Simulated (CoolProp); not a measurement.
Octamethylcyclotetrasiloxane (D4) along the isobar 1800 kPa: Z from the reference equation and from simpler models built on Tc = 313.4 °C, pc = 1347 kPa, ω = 0.598; each cubic takes its own stable root.

Values from CoolProp's reference Helmholtz-energy equation of state, Thol 2015.

| T (°C) | phase | reference |
|---|---|---|
| 161.35 | liquid | 0.1864 |
| 179.85 | liquid | 0.1844 |
| 198.45 | liquid | 0.1832 |
| 216.95 | liquid | 0.1829 |
| 235.55 | liquid | 0.1837 |
| 254.05 | liquid | 0.1859 |
| 272.65 | liquid | 0.1902 |
| 291.15 | liquid | 0.1981 |
| 309.75 | liquid | 0.2148 |
| 328.25 | supercritical | 0.2763 |
| 346.85 | supercritical | 0.4723 |

How far does each simpler model (van der Waals, Soave-Redlich-Kwong, Peng-Robinson) lie from the reference over these 11 states: mean and median of the absolute difference, and the worst?


- van der Waals: mean 54.1 %, median 61.5 %, worst +67.4 % at 161.35 °C and 1800 kPa
- Soave-Redlich-Kwong: mean 13.2 %, median 11.0 %, worst +22.2 % at 328.25 °C and 1800 kPa
- Peng-Robinson: mean 4.0 %, median 2.9 %, worst +12.7 % at 328.25 °C and 1800 kPa
